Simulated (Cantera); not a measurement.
An isothermal, constant-pressure homogeneous reactor starts with 45.0 % H₂, 25.0 % O₂, 30.0 % N₂, equivalence ratio 0.90, at 1075 K and 0.120 bar.

Detailed kinetics in Cantera: GRI-Mech 3.0 (53 species, 325 reactions). The temperature is held fixed by assumption; the heat of reaction is taken as removed at once.

One state of this run: x H₂ = 7.03e-6; x O₂ = 0.0323; x H₂O = 0.581; x NO₂ = 6.90e-8; x NO = 3.14e-6; x HO₂ = 1.75e-7. x: mole fraction; the columns are a selection and need not sum to one.

### Question
Which value of t (s) does it belong to?
A. 0.312
B. 0.0304
C. 0.0974
D. 0.00296

### Answer
C, 0.0974
